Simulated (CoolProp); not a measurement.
Saturation properties of ethanol.

Model: reference Helmholtz-energy equation of state, Schroeder 2014, in CoolProp.

| T (K) | p (MPa) | liquid density (kg/m³) | surface tension (mN/m) | liquid viscosity (µPa s) |
|---|---|---|---|---|
| 318.9 | 0.02391 | 766.9 | 19.9 | 740 |
| 328.9 | 0.03854 | 757.9 | 18.9 | 626 |
| 338.8 | 0.05987 | 748.7 | 17.9 | 534 |
| 348.8 | 0.09074 | 739.1 | 17.0 | 459 |
| 358.7 | 0.1334 | 729.3 | 16.0 | 397 |
| 368.7 | 0.1920 | 718.8 | 15.0 | 345 |
| 378.7 | 0.2703 | 707.8 | 14.0 | 301 |
| 388.6 | 0.3715 | 696.3 | 13.0 | 264 |

It boils at 351.6 K under 1 atm.

Viscosity comes from a separate model (Kiselev 2005). Surface tension comes from a separate correlation (Mulero 2012).
